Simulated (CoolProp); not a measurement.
Values from CoolProp's reference Helmholtz-energy equation of state, Lemmon 2013.

Q: For propylene, give the phase and the Joule-Thomson coefficient (K/MPa), isothermal compressibility (1/MPa), expansivity (1/kK), fugacity coefficient at -162.55 °C and 13.8 MPa; -108.55 °C and 13.8 MPa.

A: 
- -162.55 °C and 13.8 MPa: liquid; Joule-Thomson coefficient -0.531, isothermal compressibility 0.000510, expansivity 1.47, fugacity coefficient 1.08e-7
- -108.55 °C and 13.8 MPa: liquid; Joule-Thomson coefficient -0.530, isothermal compressibility 0.000814, expansivity 1.53, fugacity coefficient 0.000253
